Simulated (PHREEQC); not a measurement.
Consider water at 15 °C with 0.038 mol/kgw HF and 0.37 mol/kgw NH4HF2. Closed to the air; pH follows from the charge balance.

Computed with PHREEQC (ion-association model, wateq4f.dat).

Each row changes one thing in this solution. This is a speciation only: nothing precipitates in the calculation.

| case | pH | ionic strength (mol/kgw) | HF (mol/kgw) | H2F2 (mol/kgw) | NH3 (mol/kgw) |
|---|---|---|---|---|---|
| as made | 3.14 | 0.371 | 0.135 | 0.0732 | 1.03e-7 |
| HF from 0.038 to 0.0038 mol/kgw | 3.18 | 0.371 | 0.126 | 0.0636 | 1.13e-7 |
| 0.014 mol/kgw Na2SO4 added | 3.13 | 0.396 | 0.134 | 0.0734 | 9.96e-8 |
| HF from 0.038 to 0.076 mol/kgw | 3.10 | 0.371 | 0.144 | 0.0843 | 9.40e-8 |
| HF from 0.038 to 0.057 mol/kgw | 3.12 | 0.371 | 0.140 | 0.0787 | 9.84e-8 |
| 0.016 mol/kgw Na2HAsO4 added | 3.18 | 0.401 | 0.128 | 0.0670 | 1.12e-7 |

Species that the database lacks are ignored. wateq4f.dat counts part of the HF as a dimer, H2F2, which phreeqc.dat doesn't know; its constant is uncertain.
